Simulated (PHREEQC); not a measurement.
**Leach liquor (model solution)**

Make-up at 5 °C: 150 mmol/kgw H2SO4, 0.091 mmol/kgw Al2(SO4)3 and 4.1 mmol/kgw NaHCO3. Closed to the air; pH follows from the charge balance.

Equilibrium calculation in PHREEQC: ion-association model, phreeqc.dat.

Precipitation was switched off in this run.

Estimate the pH, ionic strength, density.

pH 0.85; ionic strength 0.215 mol/kgw; density 1.010 g/cm³.

In which forms is Al present?

AlSO4+ 65 %, Al(SO4)2- 18 %, Al+3 16 %, AlHSO4+2 1.7 % of the Al.

Constants without temperature data keep their 25 °C values here.
